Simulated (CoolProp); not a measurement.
The fluid at 325.05 K and 1.61 MPa is throttled through a valve to 0.298 MPa with no heat exchange. The same conditions are run with several fluids, on thermodynamics alone (safety and materials aside).

Model: reference Helmholtz-energy equation of state of each fluid (CF4 (R14): Platzer 1990; R1132(E): Akasaka 2024; sulfur hexafluoride: Guder 2009; hydrogen chloride: Thol 2018; C2F6 (R116): Lemmon 2006), in CoolProp. The equations of Platzer and Polt are older, rougher fits.

Q: Rank CF4 (R14), R1132(E), sulfur hexafluoride, hydrogen chloride, C2F6 (R116) by temperature change (K), highest first.

A: CF4 (R14) (-6.0), C2F6 (R116) (-9.7), sulfur hexafluoride (-11.2), hydrogen chloride (-17.6), R1132(E) (-18.9)

```
fluid                final density (kg/m³)
-------------------  ---------------------
CF4 (R14)                             9.97
R1132(E)                              7.74
sulfur hexafluoride                   17.2
hydrogen chloride                     4.32
C2F6 (R116)                           16.1
```
